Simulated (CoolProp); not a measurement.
Vapour-liquid equilibrium of R134a (1) + cyclopropane (2) at 20.7 bar; x and y are mole fractions of (1).

Model: multi-fluid Helmholtz-energy mixture model, Tillner-Roth 1994 and Polt 1992; pair parameters Bell 2016, in CoolProp. This equation is an older, rougher fit; its heat capacities, sound speeds and derivatives of the liquid may be far off and weren't checked against measurements.

```
x     bubble temperature (K)  y at the bubble point  dew temperature at overall composition x (K)  liquid density (mol/L)
----  ----------------------  ---------------------  --------------------------------------------  ----------------------
0.05                   339.5                  0.095                                         341.1                   12.68
0.2                    333.4                  0.281                                         335.8                   12.13
0.35                   331.0                  0.396                                         331.7                   11.57
0.5                    330.5                  0.491                                         330.5                     [?]
0.65                   331.5                  0.594                                           [?]                   10.70
0.8                      [?]                  0.728                                           [?]                   10.35
0.95                   339.7                  0.919                                         340.6                   9.970
```

Q: What belongs in the gaps?

A: 
- 0.5, liquid density (mol/L): 11.09
- 0.65, dew temperature at overall composition x (K): 332.5
- 0.8, bubble temperature (K): 334.3
- 0.8, dew temperature at overall composition x (K): 336.2

y crosses x between x = 0.35 and 0.5: the model has an azeotrope there.

The pair parameters rest on a limited set of measurements; away from them the model extrapolates.
